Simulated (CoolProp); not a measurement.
n-decane along the isobar 43.6 bar: fugacity coefficient from the reference equation and from simpler models built on Tc = 344.5 °C, pc = 21.01 bar, ω = 0.488; each cubic takes its own stable root.

The numbers come from the reference Helmholtz-energy equation of state, Lemmon 2006 in CoolProp. It is a short technical equation, of lower accuracy than the large ones.

| T (°C) | phase | reference |
|---|---|---|
| 52.75 | liquid | 0.0003253 |
| 68.55 | liquid | 0.0007389 |
| 84.45 | liquid | 0.001539 |
| 100.25 | liquid | 0.002950 |
| 116.05 | liquid | 0.005285 |
| 131.95 | liquid | 0.008952 |
| 147.75 | liquid | 0.01435 |
| 163.65 | liquid | 0.02203 |
| 179.45 | liquid | 0.03238 |
| 195.35 | liquid | 0.04603 |
| 211.15 | liquid | 0.06321 |

Q: How far does each simpler model (van der Waals, Soave-Redlich-Kwong) lie from the reference over these 11 states: mean and median of the absolute difference, and the worst?

A: 
- van der Waals: mean 2345.6 %, median 1004.7 %, worst +9943.0 % at 52.75 °C and 43.6 bar
- Soave-Redlich-Kwong: mean 5.4 %, median 5.1 %, worst +7.7 % at 211.15 °C and 43.6 bar
